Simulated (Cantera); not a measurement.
# Pyrogenic steam for wet oxidation

An isothermal, constant-pressure homogeneous reactor starts with H₂ : O₂ : N₂ = 0.61 : 1 : 1.7 (molar parts), at 1250 K and 1.00 bar.

Computed with Cantera and GRI-Mech 3.0 (53 species, 325 reactions). The temperature is held fixed by assumption; the heat of reaction is taken as removed at once.

```json
[
 {"t (s)": "0.000600", "x H₂": "4.51e-5", "x O₂": "0.231", "x N₂O": "1.38e-7", "x O": "1.29e-5", "x NO₂": "1.65e-7", "x H₂O₂": "6.20e-7"},
 {"t (s)": "0.00180", "x H₂": "3.60e-6", "x O₂": "0.231", "x N₂O": "1.41e-7", "x O": "2.49e-6", "x NO₂": "1.32e-7", "x H₂O₂": "1.80e-7"},
 {"t (s)": "0.00542", "x H₂": "2.98e-7", "x O₂": "0.231", "x N₂O": "1.43e-7", "x O": "6.23e-7", "x NO₂": "7.56e-8", "x H₂O₂": "5.44e-8"},
 {"t (s)": "0.0163", "x H₂": "6.60e-8", "x O₂": "0.231", "x N₂O": "1.43e-7", "x O": "1.86e-7", "x NO₂": "4.03e-8", "x H₂O₂": "1.78e-8"},
 {"t (s)": "0.0490", "x H₂": "2.36e-8", "x O₂": "0.231", "x N₂O": "1.38e-7", "x O": "6.57e-8", "x NO₂": "3.38e-8", "x H₂O₂": "6.71e-9"},
 {"t (s)": "0.147", "x H₂": "1.52e-8", "x O₂": "0.231", "x N₂O": "1.22e-7", "x O": "3.61e-8", "x NO₂": "4.49e-8", "x H₂O₂": "3.85e-9"},
 {"t (s)": "0.443", "x H₂": "1.47e-8", "x O₂": "0.231", "x N₂O": "8.56e-8", "x O": "3.36e-8", "x NO₂": "4.76e-8", "x H₂O₂": "3.60e-9"},
 {"t (s)": "1.33", "x H₂": "1.47e-8", "x O₂": "0.231", "x N₂O": "3.47e-8", "x O": "3.35e-8", "x NO₂": "4.77e-8", "x H₂O₂": "3.60e-9"},
 {"t (s)": "4.00", "x H₂": "1.47e-8", "x O₂": "0.231", "x N₂O": "1.50e-8", "x O": "3.35e-8", "x NO₂": "4.77e-8", "x H₂O₂": "3.60e-9"}
]
```
x: mole fraction; the columns are a selection and need not sum to one.

Equilibrium at this temperature and pressure: H₂ 1.47e-8, O₂ 0.231, N₂O 1.45e-8, O 3.35e-8, NO₂ 3.54e-6, H₂O₂ 3.60e-9 (gas phase only).
